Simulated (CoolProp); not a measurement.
Properties of R123 at several states (Tc = 456.8 K, pc = 3.662 MPa, ω = 0.282).

The numbers come from the reference Helmholtz-energy equation of state, Younglove 1994 in CoolProp. It is a modified Benedict-Webb-Rubin equation, recast in Helmholtz form.

| T (K) | p (MPa) | phase | speed of sound (m/s) | Joule-Thomson coefficient (K/MPa) | isothermal compressibility (1/MPa) | expansivity (1/kK) | conductivity (mW/(m K)) | fugacity coefficient |
|---|---|---|---|---|---|---|---|---|
| 328.1 | 0.0101 | gas | 138.7 | 26.89 | 99.31 | 3.081 | 10.9 | 0.9970 |
| 459.6 | 0.0626 | gas | 162.7 | 9.872 | 16.07 | 2.221 | 18.5 | 0.9942 |
| 422.2 | 0.0627 | gas | 155.9 | 12.50 | 16.08 | 2.434 | 16.3 | 0.9922 |
| 472.6 | 0.0248 | gas | 165.4 | 9.135 | 40.41 | 2.132 | 19.2 | 0.9979 |

Thermal conductivity comes from a separate model (Laesecke 1996).
